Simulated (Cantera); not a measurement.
Input (Python, Cantera) and output of one run.

```python
import numpy as np
import cantera as ct

gas_names = [...]  # 45 gases of nasa_gas.yaml made of Cu, F, H, N, O
cond_names = """
    Cu(cr) Cu(L) CuF2(s) CuF2(L) CuO(s) CuO2H2(s) Cu2O(s) Cu2O(L) H2O(s) H2O(L)
""".split()


# ... load() reads the species with a 1 bar reference pressure and builds the phases ...
atoms = {
    'CuF2': {'Cu': 1, 'F': 2},
    'H2O': {'H': 2, 'O': 1},
    'N2': {'N': 2},
}
top_T = {'CuO(s)': 1390}  # K; cautious upper limits of use, not melting points


# ... equilibrate(T, P, feed) seeds the gas with the atoms and calls Mixture.equilibrate('TP', solver="vcs", rtol=1e-11, max_steps=5000) ...
results = []
feed = {'CuF2': 1, 'H2O': 11, 'N2': 0.16}  # mol
P = 390  # Pa
for T in [823, 873, 923, 973, 1023, 1073, 1123, 1173, 1223, 1273, 1323, 1373]:
    mix = equilibrate(T, P, feed)
    results.append((T, P, feed, dict(zip(mix.species_names, mix.species_moles))))

top = {s: max(r[3][s] / sum(r[3][g] for g in gas_names) for r in results) for s in gas_names}
cols = sorted((s for s in top if top[s] > 1e-05), key=lambda s: -top[s])[:6]
seen = [c for c in cond_names if any(r[3].get(c, 0) > 1e-12 for r in results)]
print("log10 of partial pressures in bar; condensed amounts in mol")
print(f"{'T/K':>10s}" + "".join(f"{s[:9]:>10s}" for s in cols + seen))
for T, P, feed, n in results:
    ng = sum(n[g] for g in gas_names)
    print(f"{T:10.4g}" + "".join(f"{np.log10(max(n[s] / ng * P / 1e5, 1e-99)):10.3f}" for s in cols)
          + "".join(f"{n.get(c, 0):10.4g}" for c in seen))
```

It prints:

```
log10 of partial pressures in bar; condensed amounts in mol
       T/K       H2O        HF        O2        N2       CuF        OH    CuO(s)   Cu2O(s)
       823    -2.494    -3.193    -6.908    -4.290   -11.135   -11.068    0.9985 0.0007704
       873    -2.494    -3.193    -5.926    -4.290   -10.342   -10.233    0.9852  0.007391
       923    -2.495    -3.194    -5.055    -4.291    -9.637    -9.489    0.8898   0.05509
       973    -2.500    -3.199    -4.276    -4.296    -9.009    -8.825    0.3308    0.3346
      1023    -2.503    -3.202    -4.105    -4.299    -8.443    -8.357         0       0.5
      1073    -2.503    -3.202    -4.105    -4.299    -7.930    -7.970         0       0.5
      1123    -2.503    -3.202    -4.105    -4.299    -7.464    -7.618         0    0.4999
      1173    -2.503    -3.202    -4.105    -4.299    -7.039    -7.295         0    0.4999
      1223    -2.503    -3.202    -4.105    -4.299    -6.650    -6.999         0    0.4996
      1273    -2.503    -3.202    -4.105    -4.299    -6.293    -6.726         0    0.4992
      1323    -2.503    -3.203    -4.105    -4.299    -5.965    -6.473         0    0.4981
      1373    -2.503    -3.203    -4.105    -4.299    -5.662    -6.239         0    0.4959
```

These are equilibrium values from Cantera (NASA tables, ideal gas, pure condensed phases), not measurements of a reactor.
